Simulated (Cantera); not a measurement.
A Cantera script and what it prints.

```python
import numpy as np
import cantera as ct

gas_names = """
    CL CL2 H HCL H2 Si SiCL SiCL2 SiCL3 SiCL4 SiH SiHCL3 SiH2 SiH2CL2 SiH3 SiH3CL SiH4 Si2 Si3
""".split()
cond_names = """
    Si(cr) Si(L)
""".split()


def load(file, names, dense=False):
    # The tables refer to 1 bar. Condensed volumes are neglected.
    table = {s.name: s for s in ct.Species.list_from_file(file)}
    out = []
    for n in names:
        d = dict(table[n].input_data)
        d["thermo"] = dict(d["thermo"], **{"reference-pressure": 1e5})
        if dense:
            d["equation-of-state"] = {"model": "constant-volume", "density": "1e6 g/cm^3"}
        out.append(ct.Species.from_dict(d))
    return out


gas = ct.Solution(thermo="ideal-gas", species=load("nasa_gas.yaml", gas_names))
cond = {s.name: ct.Solution(thermo="fixed-stoichiometry", species=[s], name=s.name)
        for s in load("nasa_condensed.yaml", cond_names, dense=True)}
atoms = {
    'Si2H6': {'Si': 2, 'H': 6},
    'HCl': {'H': 1, 'CL': 1},
    'H2': {'H': 2},
}
top_T = {}  # K; cautious upper limits of use, not melting points


def equilibrate(T, P, feed):
    n = {}
    for name, mol in feed.items():
        for a, k in atoms[name].items():
            n[a] = n.get(a, 0.0) + k * mol
    gas.TPX = T, P, n
    mass = sum(n.values()) * gas.mean_molecular_weight
    gas.equilibrate("TP")
    valid = [c for c in cond.values() if c.min_temp <= T <= top_T.get(c.name, c.max_temp)]
    mix = ct.Mixture([(gas, mass / gas.mean_molecular_weight)] + [(c, 0.0) for c in valid])
    mix.T, mix.P = T, P
    mix.equilibrate("TP", solver="vcs", rtol=1e-11, max_steps=5000)
    return mix


results = []
feed = {'Si2H6': 1, 'HCl': 0.031, 'H2': 360}  # mol
P = 1000  # Pa
for T in [898, 973, 1048, 1123, 1198, 1273, 1348, 1423, 1498, 1573, 1648, 1723, 1798]:
    mix = equilibrate(T, P, feed)
    results.append((T, P, feed, dict(zip(mix.species_names, mix.species_moles))))

top = {s: max(r[3][s] / sum(r[3][g] for g in gas_names) for r in results) for s in gas_names}
cols = sorted((s for s in top if top[s] > 1e-06), key=lambda s: -top[s])[:8]
seen = [c for c in cond_names if any(r[3].get(c, 0) > 1e-12 for r in results)]
print("log10 of partial pressures in bar; condensed amounts in mol")
print(f"{'T/K':>10s}" + "".join(f"{s[:9]:>10s}" for s in cols + seen))
for T, P, feed, n in results:
    ng = sum(n[g] for g in gas_names)
    print(f"{T:10.4g}" + "".join(f"{np.log10(max(n[s] / ng * P / 1e5, 1e-99)):10.3f}" for s in cols)
          + "".join(f"{n.get(c, 0):10.4g}" for c in seen))
```

It prints:

```
log10 of partial pressures in bar; condensed amounts in mol
       T/K        H2         H        Si       HCL       SiH      SiH2       Si2    Si(cr)     Si(L)
       898    -2.000   -10.961   -18.410    -6.069   -17.115   -13.462   -24.462         2         0
       973    -2.000    -9.966   -16.400    -6.069   -15.447   -12.378   -21.842         2         0
      1048    -2.000    -9.112   -14.680    -6.069   -14.021   -11.450   -19.599         2         0
      1123    -2.000    -8.371   -13.191    -6.069   -12.787   -10.646   -17.659         2         0
      1198    -2.000    -7.721   -11.890    -6.069   -11.709    -9.943   -15.964         2         0
      1273    -2.000    -7.147   -10.744    -6.069   -10.759    -9.322   -14.470         2         0
      1348    -2.000    -6.636    -9.726    -6.069    -9.917    -8.771   -13.145         2         0
      1423    -2.000    -6.178    -8.816    -6.069    -9.164    -8.279   -11.961         2         0
      1498    -2.000    -5.765    -7.998    -6.069    -8.489    -7.836   -10.898     1.999         0
      1573    -2.000    -5.391    -7.260    -6.069    -7.878    -7.436    -9.938     1.996         0
      1648    -2.000    -5.051    -6.589    -6.070    -7.325    -7.072    -9.066     1.986         0
      1723    -2.001    -4.740    -6.007    -6.070    -6.850    -6.771    -8.332         0     1.952
      1798    -2.002    -4.454    -5.511    -6.072    -6.452    -6.532    -7.732         0     1.862
```

Equilibrium computed with Cantera from the NASA thermochemical tables; the gas is ideal and each condensed phase is pure. The feed counts by its element totals alone. Gases not in the tables: Si2H6 and higher silanes.
